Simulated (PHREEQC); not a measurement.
## Polishing slurry liquid (model solution)

Make-up at 40 °C: 0.0064 mol/kgw TMAH and 0.0026 mol/kgw K2SO4. Closed to the air; pH follows from the charge balance.

All values are PHREEQC results (ion-association model, wateq4f.dat), not measurements.

Each row changes one thing in this solution. This is a speciation only: nothing precipitates in the calculation.

```
case                                   pH  ionic strength (mol/kgw)  KSO4- (mol/kgw)
----------------------------------  -----  ------------------------  ---------------
as made                             11.29                    0.0141          7.18e-5
0.0071 mol/kgw NaHCO3 added             ?                    0.0252          6.20e-5
temperature from 40 to 75 °C        10.46                    0.0140         0.000111
temperature from 40 to 20 °C        11.92                    0.0141          5.26e-5
TMAH from 0.0064 to 0.0128 mol/kgw      ?                    0.0205          6.63e-5
```

### Question
Fill in the missing entries.

### Answer

- 0.0071 mol/kgw NaHCO3 added, pH: 10.47
- TMAH from 0.0064 to 0.0128 mol/kgw, pH: 11.59

(CH3)4N+ isn't in the database: it is added as a free cation with an ion size of 4 Å. Constants without temperature data keep their 25 °C values here.
